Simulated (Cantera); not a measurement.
Cantera with NASA thermochemical tables; ideal gases at 1 bar, condensed phases pure. Values are per mole of reaction as written; species without (g) are pure solids or liquids, kept so even where they would boil at 1 bar.

Ca + Br2(g) → CaBr2, with ΔH° = -714.1 kJ and ΔS° = -158.2 J/K at 300 K.

Problem. How far is the shortcut ΔG° ≈ ΔH°(300 K) − T·ΔS°(300 K) from the full temperature-dependent value at 448, 473, 498, 523, 548, 573, 598, 623, 648, 673 K?

Solution. 
| T (K) | shortcut (kJ) | full (kJ) | difference (kJ) | difference in log10 K |
|---|---|---|---|---|
| 448 | -643.3 | -643.7 | 0.4 | -0.05 |
| 473 | -639.3 | -639.9 | 0.6 | -0.06 |
| 498 | -635.3 | -636.1 | 0.8 | -0.08 |
| 523 | -631.4 | -632.3 | 0.9 | -0.09 |
| 548 | -627.4 | -628.6 | 1.1 | -0.11 |
| 573 | -623.5 | -624.8 | 1.4 | -0.12 |
| 598 | -619.5 | -621.1 | 1.6 | -0.14 |
| 623 | -615.6 | -617.4 | 1.8 | -0.15 |
| 648 | -611.6 | -613.7 | 2.1 | -0.17 |
| 673 | -607.7 | -610.0 | 2.3 | -0.18 |
The shortcut ignores the heat-capacity change of the reaction.
